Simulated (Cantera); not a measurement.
An isothermal, constant-pressure homogeneous reactor starts with H2 : O2 : N2 = 1.7 : 1 : 0.95 (molar parts), at 950 K and 13300 Pa.

Cantera simulation using GRI-Mech 3.0 (53 species, 325 reactions); the numbers are that mechanism's predictions, not measurements. Radical loss at walls, strong at low pressure, is not modelled. The temperature is held fixed by assumption; the heat of reaction is taken as removed at once.

x: mole fraction; the columns are a selection and need not sum to one.

| t (s) | x H2 | x O2 | x OH | x NO | x NO2 | x N2O |
|---|---|---|---|---|---|---|
| 1.00e-6 | 0.466 | 0.274 | <1e-12 | <1e-12 | <1e-12 | <1e-12 |
| 3.47e-6 | 0.466 | 0.274 | <1e-12 | <1e-12 | <1e-12 | <1e-12 |
| 1.20e-5 | 0.466 | 0.274 | <1e-12 | <1e-12 | <1e-12 | <1e-12 |
| 4.16e-5 | 0.466 | 0.274 | 4.63e-12 | <1e-12 | <1e-12 | <1e-12 |
| 0.000144 | 0.466 | 0.274 | 6.38e-11 | <1e-12 | <1e-12 | <1e-12 |
| 0.000500 | 0.466 | 0.274 | ___ | <1e-12 | <1e-12 | <1e-12 |
| 0.00173 | 0.0352 | 0.0706 | ___ | 5.34e-7 | 1.52e-10 | 2.86e-9 |
| 0.00600 | 0.00898 | 0.0578 | ___ | 5.43e-7 | 6.05e-9 | 4.18e-9 |
| 0.0208 | 0.00571 | 0.0562 | ___ | 4.85e-7 | 6.51e-8 | 4.56e-9 |
| 0.0721 | 0.00465 | 0.0557 | ___ | 3.96e-7 | 1.55e-7 | 4.71e-9 |
| 0.250 | 0.00276 | 0.0549 | ___ | 3.33e-7 | 2.18e-7 | 5.04e-9 |
| 0.866 | 0.000905 | 0.0540 | ___ | 2.05e-7 | 3.47e-7 | 5.48e-9 |
| 3.00 | 0.000180 | 0.0537 | ___ | 7.73e-8 | 4.75e-7 | 5.73e-9 |

Complete the blanks.


- 0.000500, x OH: 8.49e-8
- 0.00173, x OH: 0.000954
- 0.00600, x OH: 5.80e-5
- 0.0208, x OH: 5.59e-6
- 0.0721, x OH: 2.10e-6
- 0.250, x OH: 1.56e-6
- 0.866, x OH: 8.56e-7
- 3.00, x OH: 2.85e-7
